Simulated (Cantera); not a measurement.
A Cantera script and what it prints.

```python
import numpy as np
import cantera as ct

gas_names = """
    H HO2 H2 H2O H2O2 H2S H2SO4 O OH O2 O3 S SH SO SO2 SO3 S2 S2O S8
""".split()
cond_names = """
    H2O(s) H2O(L) H2SO4(L) S(cr1) S(cr2) S(L)
""".split()


def load(file, names, dense=False):
    # The tables refer to 1 bar. Condensed volumes are neglected.
    table = {s.name: s for s in ct.Species.list_from_file(file)}
    out = []
    for n in names:
        d = dict(table[n].input_data)
        d["thermo"] = dict(d["thermo"], **{"reference-pressure": 1e5})
        if dense:
            d["equation-of-state"] = {"model": "constant-volume", "density": "1e6 g/cm^3"}
        out.append(ct.Species.from_dict(d))
    return out


gas = ct.Solution(thermo="ideal-gas", species=load("nasa_gas.yaml", gas_names))
cond = {s.name: ct.Solution(thermo="fixed-stoichiometry", species=[s], name=s.name)
        for s in load("nasa_condensed.yaml", cond_names, dense=True)}
atoms = {
    'SO2': {'S': 1, 'O': 2},
    'H2': {'H': 2},
    'H2O': {'H': 2, 'O': 1},
}
top_T = {}  # K; cautious upper limits of use, not melting points


def equilibrate(T, P, feed):
    n = {}
    for name, mol in feed.items():
        for a, k in atoms[name].items():
            n[a] = n.get(a, 0.0) + k * mol
    gas.TPX = T, P, n
    mass = sum(n.values()) * gas.mean_molecular_weight
    gas.equilibrate("TP")
    valid = [c for c in cond.values() if c.min_temp <= T <= top_T.get(c.name, c.max_temp)]
    mix = ct.Mixture([(gas, mass / gas.mean_molecular_weight)] + [(c, 0.0) for c in valid])
    mix.T, mix.P = T, P
    mix.equilibrate("TP", solver="vcs", rtol=1e-11, max_steps=5000)
    return mix


results = []
feed = {'SO2': 1, 'H2': 0.034, 'H2O': 0.037}  # mol
P = 1000  # Pa
for T in [1875, 2025, 2175, 2325, 2475, 2625, 2775, 2925, 3075, 3225]:
    mix = equilibrate(T, P, feed)
    results.append((T, P, feed, dict(zip(mix.species_names, mix.species_moles))))
    x = sorted(zip(gas.X, gas.species_names), reverse=True)
    print(f"T = {T:g} K  P = {P:g} Pa  gas = {mix.phase_moles(0):.4g} mol")
    print("   x: " + "  ".join(f"{s} {v:.3e}" for v, s in x if v > 1e-06))
    print("   condensed (mol): " + ("  ".join(f"{mix.phase(i).name} {mix.phase_moles(i):.4g}"
          for i in range(1, mix.n_phases) if mix.phase_moles(i) > 1e-12) or "none"))
```

Output:

```
T = 1875 K  P = 1000 Pa  gas = 1.071 mol
   x: SO2 9.065e-01  H2O 6.163e-02  SO 2.568e-02  H2 4.148e-03  OH 4.891e-04  H 4.222e-04  S2 4.086e-04  S 2.686e-04  O2 2.452e-04  SH 6.920e-05  S2O 4.051e-05  O 3.766e-05  SO3 1.161e-05  H2S 7.118e-06
   condensed (mol): none
T = 2025 K  P = 1000 Pa  gas = 1.076 mol
   x: SO2 8.965e-01  H2O 6.034e-02  SO 3.228e-02  H2 4.067e-03  O2 2.661e-03  OH 1.904e-03  H 1.227e-03  O 4.172e-04  S 3.826e-04  S2 1.047e-04  SH 4.927e-05  SO3 2.424e-05  S2O 1.421e-05  H2S 2.297e-06
   condensed (mol): none
T = 2175 K  P = 1000 Pa  gas = 1.091 mol
   x: SO2 8.645e-01  H2O 5.573e-02  SO 5.079e-02  O2 1.180e-02  OH 5.170e-03  H2 4.995e-03  H 3.450e-03  O 2.502e-03  S 8.903e-04  S2 9.509e-05  SH 7.040e-05  SO3 3.363e-05  S2O 1.273e-05  H2S 1.856e-06
   condensed (mol): none
T = 2325 K  P = 1000 Pa  gas = 1.126 mol
   x: SO2 7.980e-01  SO 8.700e-02  H2O 4.673e-02  O2 2.943e-02  OH 1.062e-02  O 9.839e-03  H 8.876e-03  H2 6.510e-03  S 2.600e-03  S2 1.711e-04  SH 1.402e-04  SO3 3.525e-05  S2O 1.868e-05  H2S 2.350e-06
   condensed (mol): none
T = 2475 K  P = 1000 Pa  gas = 1.193 mol
   x: SO2 6.879e-01  SO 1.417e-01  O2 5.450e-02  H2O 3.338e-02  O 2.987e-02  H 1.952e-02  OH 1.743e-02  H2 7.523e-03  S 7.439e-03  S2 3.563e-04  SH 2.737e-04  SO3 3.101e-05  S2O 2.957e-05  H2S 2.952e-06
   condensed (mol): none
T = 2625 K  P = 1000 Pa  gas = 1.312 mol
   x: SO2 5.334e-01  SO 2.075e-01  O2 8.149e-02  O 7.440e-02  H 3.503e-02  OH 2.243e-02  S 1.928e-02  H2O 1.835e-02  H2 6.808e-03  S2 7.112e-04  SH 4.508e-04  S2O 4.304e-05  SO3 2.281e-05  H2S 2.937e-06  HO2 1.302e-06
   condensed (mol): none
T = 2775 K  P = 1000 Pa  gas = 1.505 mol
   x: SO2 3.540e-01  SO 2.632e-01  O 1.550e-01  O2 9.934e-02  H 4.946e-02  S 4.410e-02  OH 2.168e-02  H2O 6.960e-03  H2 4.363e-03  S2 1.260e-03  SH 5.757e-04  S2O 5.305e-05  SO3 1.335e-05  H2S 2.004e-06  HO2 1.301e-06
   condensed (mol): none
T = 2925 K  P = 1000 Pa  gas = 1.789 mol
   x: SO 2.780e-01  O 2.709e-01  SO2 1.891e-01  O2 9.703e-02  S 8.749e-02  H 5.559e-02  OH 1.567e-02  H2 1.988e-03  S2 1.876e-03  H2O 1.790e-03  SH 5.573e-04  S2O 5.150e-05  SO3 5.763e-06
   condensed (mol): none
T = 3075 K  P = 1000 Pa  gas = 2.152 mol
   x: O 3.982e-01  SO 2.355e-01  S 1.475e-01  SO2 7.681e-02  O2 7.488e-02  H 5.423e-02  OH 9.096e-03  S2 2.215e-03  H2 7.525e-04  SH 4.310e-04  H2O 3.592e-04  S2O 3.667e-05  SO3 1.717e-06
   condensed (mol): none
T = 3225 K  P = 1000 Pa  gas = 2.521 mol
   x: O 5.028e-01  S 2.093e-01  SO 1.593e-01  H 5.062e-02  O2 4.688e-02  SO2 2.373e-02  OH 4.715e-03  S2 2.011e-03  SH 2.876e-04  H2 2.838e-04  H2O 6.777e-05  S2O 1.870e-05
   condensed (mol): none
```

These are equilibrium values from Cantera (NASA tables, ideal gas, pure condensed phases), not measurements of a reactor.
